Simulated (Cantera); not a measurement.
Feed: 1 mol Si, 3.5 mol HF, 41 mol H2, 1.6 mol HCl, at 30.0 mbar.

These are equilibrium values from Cantera (NASA tables, ideal gas, pure condensed phases), not measurements of a reactor. Candidate condensed phases: Si; 37 gas species. The tables' values for SiF3, SiCl3, SiF2 are old estimates; treat these amounts as uncertain. Rates play no part.

x: gas mole fraction; nothing condenses.

| T (°C) | x H2 | x HCl | x SiF4 | x SiCl4 | x SiHF3 | x SiCl2 |
|---|---|---|---|---|---|---|
| 500 | 0.953 | 0.0245 | 0.0194 | 0.00269 | 6.36e-5 | 1.27e-9 |
| 550 | 0.953 | 0.0246 | 0.0193 | 0.00262 | … | … |
| 600 | 0.953 | 0.0248 | 0.0192 | 0.00250 | 0.000247 | 2.48e-7 |
| 650 | 0.953 | 0.0251 | 0.0191 | 0.00233 | 0.000427 | 2.12e-6 |
| 700 | 0.952 | 0.0256 | 0.0189 | … | … | … |
| 750 | 0.952 | 0.0262 | 0.0186 | 0.00179 | 0.00101 | 6.74e-5 |
| 800 | 0.951 | 0.0272 | 0.0182 | 0.00138 | 0.00137 | 0.000246 |
| 850 | 0.949 | 0.0284 | 0.0178 | 0.000880 | 0.00169 | 0.000633 |
| 900 | 0.948 | 0.0297 | 0.0174 | 0.000440 | 0.00189 | 0.00112 |

Task: Some entries are withheld; supply them.

Result: 
- 700, x SiCl4: 0.00210
- 700, x SiHF3: 0.000681
- 700, x SiCl2: 1.37e-5
- 550, x SiHF3: 0.000132
- 550, x SiCl2: 2.12e-8
